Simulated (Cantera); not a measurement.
Charge: 1 mol Si, 5.3 mol HCl, 0.86 mol N2, held at 1000 K and 0.0510 Torr.

Cantera equilibrium calculation (NASA polynomials, part measured and part estimated; ideal gas, pure solids and liquids). Candidate condensed phases: NH4Cl, Si, Si3N4; 28 gas species. N2 is the only nitrogen source here; it is nearly inert below about 1500 K, so the nitride shown seldom forms there in practice. The tables' values for SiCl3 are old estimates; treat these amounts as uncertain. Kinetics and transport are ignored.

Base state: HCl 0.560, H2 0.220, N2 0.110, SiCl4 0.108, SiCl3 0.00135, SiCl2 0.000407, SiHCl3 0.000300 (mole fractions); condensed: Si3N4(s).

What changes in the equilibrium state with this change: temperature from 1000 K to 550 K?


```
species          before    after
-------------  --------  -------
H2                0.220    0.343
HCl               0.560    0.334
SiCl4             0.108    0.172
N2                0.110    0.152
SiCl3           0.00135    <1e-9
SiCl2          0.000407    <1e-9
SiHCl3         0.000300  1.34e-6
Si3N4(s), mol     0.138   0.0361
```

What changes in the equilibrium state with this change: temperature from 1000 K to 1598 K?


```json
[
 {"species": "HCl", "before": "0.560", "after": "0.525"},
 {"species": "H2", "before": "0.220", "after": "0.165"},
 {"species": "SiCl2", "before": "0.000407", "after": "0.159"},
 {"species": "SiCl4", "before": "0.108", "after": "8.53e-5"},
 {"species": "N2", "before": "0.110", "after": "0.139"},
 {"species": "SiCl", "before": "<1e-9", "after": "0.000135"},
 {"species": "Si", "before": "<1e-9", "after": "3.81e-5"},
 {"species": "Si3N4(s), mol", "before": "0.138", "after": "0"}
]
```
The tables' values for SiCl3, SiCl are old estimates; treat these amounts as uncertain.
